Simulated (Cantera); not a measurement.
Feed: 1 mol Si3N4, 0.29 mol H2O, a varied amount of H2, 0.0043 mol O2, held at 0.00458 Torr.

Equilibrium computed with Cantera from the NASA thermochemical tables; the gas is ideal and each condensed phase is pure. Candidate condensed phases: H2O, Si, SiO2, Si2N2O, Si3N4; 35 gas species. Mutual solubility and eutectic melting of coexisting phases are not modelled. Rates play no part.

### Question
What condenses at these points (T in K, n(H2) in mol): (1900, 36); (1600, 36); (1300, 23); (1700, 36); (1200, 91); (900, 14); (1200, 14); (1600, 28)?

### Answer
```csv
T (K),n(H2) in mol,condensed phases,Si condensed (%)
1900,36,gas only,0.0
1600,36,Si,68.6
1300,23,Si + Si2N2O,99.5
1700,36,gas only,0.0
1200,91,Si + Si2N2O + Si3N4,100.0
900,14,Si2N2O + Si3N4,100.0
1200,14,Si2N2O + Si3N4,100.0
1600,28,Si,73.1
```
